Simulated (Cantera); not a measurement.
A closed system holds: 1 mol Fe2O3, 0.039 mol Cl2, at 748.15 K and 14.0 mbar.

These are equilibrium values from Cantera (NASA tables, ideal gas, pure condensed phases), not measurements of a reactor. Condensed phases not in the tables: FeOCl. Equilibrium is a limit: real reactors are often held back by kinetics, nucleation or transport.

```csv
species,before,after
Cl2,0.995,0.996
FeCl3,0.00258,0.00185
O2,0.00201,0.00165
Fe2Cl6,4.98e-5,0.000177
Cl,2.18e-5,8.28e-6
"Fe2O3(s), mol",1.000,1.000
```
Gas species are given as mole fractions.

Task: Name the change that produced these shifts.
A) 1.9 mol O2 added
B) temperature from 748.15 K to 1000 K
C) temperature from 748.15 K to 825 K
D) pressure from 14.0 mbar to 97.0 mbar

Result: D, pressure from 14.0 mbar to 97.0 mbar
